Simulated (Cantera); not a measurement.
Feed: 1 mol borazine, 0.2 mol O₂, 35 mol N₂, 0.88 mol H₂O, equilibrated at 2052 °C and 100 Torr.

Cantera equilibrium calculation (NASA polynomials, part measured and part estimated; ideal gas, pure solids and liquids). Candidate condensed phases: B, BN, B₂O₃, B₃O₃H₃, H₂O; 39 gas species. The feed counts by its element totals alone. The tables' values for BH₂ are old estimates; treat these amounts as uncertain. Kinetics and transport are ignored.

Base state: N₂ 0.878, H₂ 0.0852, BO 0.0134, HBO 0.0118, H 0.00879, B₂O₂ 0.00293, B₂O 0.000101, B₂O₃ 8.12e-5 (mole fractions); condensed: BN(s).

### Question
What changes in the equilibrium state with this change: O₂ from 0.2 to 8.5 mol?

### Answer
```tsv
species	before	after
N₂	0.878	0.771
O₂	<1e-9	0.0903
H₂O	5.57e-6	0.0547
H₂	0.0852	0.00119
NO	1.63e-8	0.0107
HBO₂	5.27e-5	0.0443
HBO	0.0118	1.41e-5
BO	0.0134	0.000136
O	6.73e-9	0.00472
B₂O	0.000101	<1e-9
OH	9.59e-8	0.00796
BH₂	5.02e-5	<1e-9
B	2.64e-5	<1e-9
BN(s), mol	1.72	0
```

### Question
What changes in the equilibrium state with this change: temperature from 2052 °C to 1302 °C?

### Answer
```json
[
 {"species": "N₂", "before": "0.878", "after": "0.899"},
 {"species": "H₂", "before": "0.0852", "after": "0.0967"},
 {"species": "HBO₂", "before": "5.27e-5", "after": "0.00237"},
 {"species": "BO", "before": "0.0134", "after": "4.65e-6"},
 {"species": "HBO", "before": "0.0118", "after": "0.000541"},
 {"species": "B₂O", "before": "0.000101", "after": "<1e-9"},
 {"species": "BH₂", "before": "5.02e-5", "after": "1.11e-9"},
 {"species": "B", "before": "2.64e-5", "after": "<1e-9"},
 {"species": "BN(s), mol", "before": "1.72", "after": "2.18"},
 {"species": "B₂O₃(l), mol", "before": "0", "after": "0.325"}
]
```
Mutual solubility and eutectic melting of coexisting phases are not modelled.
